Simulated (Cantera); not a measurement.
An isothermal, constant-pressure homogeneous reactor starts with 9.09 % C₂H₆, 90.9 % N₂, at 1500 K and 0.00484 atm.

Model: GRI-Mech 3.0 (53 species, 325 reactions), integrated in Cantera. GRI-Mech 3.0 stops at C3 and has no aromatics, soot or wall deposition, so with more carbon than oxygen in the feed, carbon stays in small species such as C2H2 where larger ones or solid carbon would form. Radical loss at walls, strong at low pressure, is not modelled.

x: mole fraction; the columns are a selection and need not sum to one.

| t (s) | x C₂H₆ | x H | x C₂H₂ | x C₂H | x C₂H₄ | x CH₂ | x H₂ |
|---|---|---|---|---|---|---|---|
| 0.000300 | 0.0900 | 6.85e-6 | 1.51e-9 | <1e-12 | 2.58e-5 | (withheld) | 2.27e-5 |
| 0.00111 | 0.0860 | 8.57e-5 | 2.06e-6 | 4.07e-11 | 0.00125 | (withheld) | 0.00120 |
| 0.00413 | 0.0575 | 0.000300 | 0.000771 | 2.34e-8 | 0.0190 | (withheld) | 0.0178 |
| 0.0153 | 0.00489 | 0.000524 | 0.0196 | 2.98e-7 | 0.0402 | (withheld) | 0.0647 |
| 0.0569 | 7.93e-5 | 0.000161 | 0.0457 | 1.47e-7 | 0.0188 | (withheld) | 0.0946 |
| 0.211 | 1.05e-5 | 6.30e-5 | 0.0577 | 6.38e-8 | 0.00684 | (withheld) | 0.107 |
| 0.783 | 3.83e-6 | 3.89e-5 | 0.0636 | 4.09e-8 | 0.00110 | (withheld) | 0.114 |
| 2.91 | 2.95e-6 | 3.83e-5 | 0.0654 | 4.01e-8 | 0.000177 | (withheld) | 0.118 |
| 10.8 | 1.88e-6 | 4.39e-5 | 0.0682 | 4.46e-8 | 0.000111 | (withheld) | 0.126 |
| 40.0 | 5.33e-7 | 6.01e-5 | 0.0729 | 5.84e-8 | 3.91e-5 | (withheld) | 0.141 |

Q: Complete the blanks.

A: 
- 0.000300, x CH₂: 1.90e-7
- 0.00111, x CH₂: 3.37e-6
- 0.00413, x CH₂: 1.33e-5
- 0.0153, x CH₂: 1.07e-5
- 0.0569, x CH₂: 1.00e-6
- 0.211, x CH₂: 1.48e-7
- 0.783, x CH₂: 5.17e-8
- 2.91, x CH₂: 4.36e-8
- 10.8, x CH₂: 3.84e-8
- 40.0, x CH₂: 2.71e-8
